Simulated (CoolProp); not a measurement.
Values from CoolProp's reference Helmholtz-energy equation of state, Fiedler 2023.

Give the vapour pressure (kPa), vapour density (kg/m³), enthalpy of vaporisation (kJ/kg), liquid cp (kJ/(kg K)) of saturated tetrahydrofuran at 116.05 °C.


```
T (°C)  p (kPa)  vapour density (kg/m³)  enthalpy of vaporisation (kJ/kg)  liquid cp (kJ/(kg K))
------  -------  ----------------------  --------------------------------  ---------------------
116.05      405                    9.80                               376                   2.11
```
